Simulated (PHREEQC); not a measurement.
Make-up at 2.4 °C: 0.32 mol/kgw CuCl2, 0.0037 mol/kgw H2SO4 and 0.23 mol/kgw FeCl3. Closed to the air; pH follows from the charge balance.

Model: ion-association model, phreeqc.dat, run in PHREEQC.

This is a speciation only: nothing precipitates in the calculation.

Order these Cu species by the share of Cu that they hold, largest first: Cu+2, CuCl+, CuSO4, CuCl2.

Cu+2 (85 %), CuCl+ (13 %), CuCl2 (1.4 %), CuSO4 (0.25 %)

Order these Cl species by the share of Cl that they hold, largest first: FeCl3, Cl-, FeCl+2, CuCl+, FeCl2+.

Cl- (72 %), FeCl2+ (17 %), FeCl+2 (6.2 %), CuCl+ (3.2 %), FeCl3 (0.69 %)

The pH is 2.15 and the ionic strength 1.39 mol/kgw. The solution is supersaturated, for example in Hematite (slow to form), Goethite (slow to form), so a real one may precipitate; this is no full list. Caution: at this ionic strength the ion-association model is outside its range; a Pitzer model would be the better tool where its parameters exist. Complexes and solids missing from the database can't appear. Away from 25 °C the constants follow the database's enthalpies or fits; those with neither stay at their 25 °C values.
